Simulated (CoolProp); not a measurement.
Octamethylcyclotetrasiloxane (D4) along the isobar 1.38 MPa: fugacity coefficient from the reference equation and from simpler models built on Tc = 586.5 K, pc = 1.347 MPa, ω = 0.598; each cubic takes its own stable root.

Computed with CoolProp (reference Helmholtz-energy equation of state, Thol 2015).

| T (K) | phase | reference | van der Waals | Redlich-Kwong | Soave-Redlich-Kwong | Peng-Robinson |
|---|---|---|---|---|---|---|
| 367.4 | liquid | 0.005737 | 0.1240 | 0.03556 | 0.005925 | 0.006149 |
| 401.6 | liquid | 0.02064 | 0.1878 | 0.07740 | 0.02103 | 0.02119 |
| 435.8 | liquid | 0.05622 | 0.2649 | 0.1430 | 0.05736 | 0.05665 |
| 470 | liquid | 0.1242 | 0.3530 | 0.2335 | 0.1276 | 0.1244 |
| 504.2 | liquid | 0.2330 | 0.4491 | 0.3461 | 0.2411 | 0.2335 |
| 538.4 | liquid | 0.3837 | 0.5492 | 0.4739 | 0.3983 | 0.3845 |
| 572.6 | liquid | 0.5653 | 0.6474 | 0.6054 | 0.5829 | 0.5623 |
| 606.8 | supercritical | 0.6972 | 0.7179 | 0.6962 | 0.7098 | 0.6855 |
